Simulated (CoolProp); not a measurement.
n-pentane at 359.46 K and 0.152 MPa is compressed adiabatically to 0.907 MPa with isentropic efficiency 0.6. Each further row changes one setting.

Computed with CoolProp (reference Helmholtz-energy equation of state, Thol 2019).

```
case             work (kJ/kg)  final temperature (K)  final density (kg/m³)
---------------  ------------  ---------------------  ---------------------
as stated                 119                  425.7                   21.6
efficiency 1             71.3                  405.8                   23.6
efficiency 0.65           110                  421.9                   22.0
```
